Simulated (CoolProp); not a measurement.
Properties of nitrous oxide along the isobar 30.3 MPa (Tc = 36.4 °C, pc = 7.245 MPa, ω = 0.161).

Computed with CoolProp (reference Helmholtz-energy equation of state, Lemmon 2006). It is a short technical equation, of lower accuracy than the large ones.

| T (°C) | phase | density (kg/m³) | cp (kJ/(kg K)) | cv (kJ/(kg K)) | fugacity coefficient |
|---|---|---|---|---|---|
| -62.75 | liquid | 1201 | 1.657 | 0.9458 | 0.02236 |
| -33.85 | liquid | 1124 | ___ | 0.9263 | ___ |
| -4.85 | liquid | 1041 | 1.722 | 0.9151 | 0.1248 |
| 24.15 | liquid | 951.9 | ___ | 0.9095 | 0.2126 |
| 53.05 | supercritical | 854.4 | ___ | 0.9082 | 0.3157 |
| 82.05 | supercritical | 748.7 | 1.936 | 0.9099 | 0.4241 |
| 110.95 | supercritical | 642.1 | 1.938 | 0.9121 | 0.5270 |
| 139.95 | supercritical | 546.4 | 1.842 | 0.9128 | 0.6186 |
| 168.95 | supercritical | 470.3 | ___ | 0.9142 | 0.6961 |
| 197.85 | supercritical | 412.7 | 1.585 | 0.9182 | 0.7603 |
| 226.85 | supercritical | 368.7 | ___ | 0.9247 | ___ |

**Question.** What belongs in the gaps?

**Answer.** 
- -33.85, cp (kJ/(kg K)): 1.678
- -33.85, fugacity coefficient: 0.06053
- 24.15, cp (kJ/(kg K)): 1.786
- 53.05, cp (kJ/(kg K)): 1.866
- 168.95, cp (kJ/(kg K)): 1.705
- 226.85, cp (kJ/(kg K)): 1.497
- 226.85, fugacity coefficient: 0.8135
